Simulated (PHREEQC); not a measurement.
Dissolve 0.025 mol Cu(NO3)2, 0.064 mol H2SO4 and 0.000144 mol H3BO3 per kg of water at 80 °C. Closed to the air; pH follows from the charge balance.

All values are PHREEQC results (ion-association model, phreeqc.dat), not measurements.

Precipitation was switched off in this run.

Question: Order these S species by the share of S that they hold, largest first: HSO4-, CuSO4, SO4-2.

Answer: HSO4- (85 %), SO4-2 (9.3 %), CuSO4 (5.2 %)

The pH is 1.24 and the ionic strength 0.144 mol/kgw. Species that the database lacks are ignored. Away from 25 °C the constants follow the database's enthalpies or fits; those with neither stay at their 25 °C values.
